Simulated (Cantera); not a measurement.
A freely propagating, adiabatic, planar premixed flame of CH₄ : O₂ : N₂ = 1 : 1.43 : 5.14 (molar parts), equivalence ratio 1.4, unburnt at 525 K and 120 Torr; mixture-averaged transport, grid criteria slope 0.08 and curve 0.16, no radiation.

Cantera simulation using GRI-Mech 3.0 (53 species, 325 reactions); the numbers are that mechanism's predictions, not measurements. Burning velocities carry a grid error of a few per cent, more on coarse grids.

Problem. What does this change do: inlet temperature 525 to 500 K?

Solution. 
```csv
quantity,before,after
laminar burning velocity,97.4 cm/s,88.4 cm/s
thermal thickness,2.15 mm,2.21 mm
peak x(CH₃),0.00591,0.00573
peak x(O),0.000691,0.000642
peak x(C₂H₆),0.00210,0.00209
peak x(H₂O₂),3.78e-6,3.85e-6
```
